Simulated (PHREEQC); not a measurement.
PHREEQC input (Pitzer model, pitzer.dat):

```
SOLUTION 1
  temp 25
  units mol/kgw
  pH 7 charge
  C(4) 0.045
  K 0.693
  Cl 0.088
  S(6) 0.28
END
USE solution 1
INCREMENTAL_REACTIONS false
REACTION 1
  H2O -1
  0 9.886 18.011 24.689 30.178 34.689 38.397 41.444
  43.949 46.007 47.699 49.089 50.232 51.172 51.944 52.578
  53.1 53.528 53.88 54.17 54.408 54.603 54.764 54.896
  55.005 55.094 55.168 55.228 moles
EQUILIBRIUM_PHASES 1
  Arcanite 0 0
  Kalicinite 0 0
  Misenite 0 0
  Sylvite 0 0
SELECTED_OUTPUT 1
  -reset false
  -pH true
  -pe true
  -ionic_strength true
  -water true
  -activities H2O
  -totals C Cl K S
  -molalities H+ K+ Cl- CO3-2 SO4-2 OH- HCO3- CO2 HSO4-
  -equilibrium_phases Arcanite Kalicinite Misenite Sylvite
PRINT
  -reset false
END
```

Selected output (columns that matter, 16 of 28 rows; water left (kg) added in front):

```
water left (kg)	pH	mu	C	Cl	K	S	m_H+	m_K+	m_Cl-	m_SO4-2	la_H2O	Arcanite	Kalicinite	Sylvite
1	7.9179	0.97362	0.045	0.088	0.693	0.28	2.4662e-08	0.693	0.088	0.28	-0.0064624	0	0	0
0.675514	7.8767	1.4413	0.066616	0.13027	1.0259	0.4145	2.8239e-08	1.0259	0.13027	0.4145	-0.0093182	0	0	0
0.456313	7.8457	1.9008	0.098617	0.19285	1.3634	0.53598	2.9797e-08	1.3634	0.19285	0.53598	-0.012357	0.035424	0	0
0.375043	7.8428	1.9068	0.11999	0.23464	1.3883	0.51684	2.9341e-08	1.3883	0.23464	0.51684	-0.012923	0.086162	0	0
0.253345	7.8345	1.935	0.17762	0.34735	1.4633	0.46918	2.8252e-08	1.4633	0.34735	0.46918	-0.014522	0.16114	0	0
0.171139	7.8207	2.0075	0.26294	0.5142	1.5948	0.40883	2.6973e-08	1.5948	0.5142	0.40883	-0.017079	0.21003	0	0
0.115614	7.7987	2.1735	0.38923	0.76116	1.8285	0.33907	2.5634e-08	1.8285	0.76116	0.33907	-0.021237	0.2408	0	0
0.078087	7.7662	2.5141	0.57628	1.1269	2.2377	0.26722	2.4352e-08	2.2377	1.1269	0.26722	-0.028036	0.25913	0	0
0.0641789	7.7462	2.783	0.70117	1.3712	2.5385	0.2331	2.3706e-08	2.5385	1.3712	0.2331	-0.032883	0.26504	0	0
0.0433527	7.7016	3.6	1.038	2.0299	3.4111	0.17162	2.2143e-08	3.4111	2.0299	0.17162	-0.046748	0.27256	0	0
0.0292997	7.6595	4.926	1.5359	3.0034	4.7807	0.12072	1.9744e-08	4.7807	3.0034	0.12072	-0.068418	0.27646	0	0
0.0197836	7.6463	6.0898	1.7787	4.0137	5.9731	0.090366	1.6529e-08	5.9731	4.0137	0.090366	-0.08796	0.27821	0.0098104	0.0085949
0.0133669	7.6463	6.0898	1.7787	4.0137	5.9731	0.090366	1.6529e-08	5.9731	4.0137	0.090366	-0.08796	0.27879	0.021224	0.03435
0.0109877	7.6463	6.0898	1.7787	4.0137	5.9731	0.090366	1.6529e-08	5.9731	4.0137	0.090366	-0.08796	0.27901	0.025456	0.043899
0.00741881	7.6463	6.0898	1.7787	4.0137	5.9731	0.090366	1.6529e-08	5.9731	4.0137	0.090366	-0.08796	0.27933	0.031804	0.058223
0.00500352	7.6463	6.0898	1.7787	4.0137	5.9731	0.090366	1.6529e-08	5.9731	4.0137	0.090366	-0.08796	0.27955	0.0361	0.067918
```
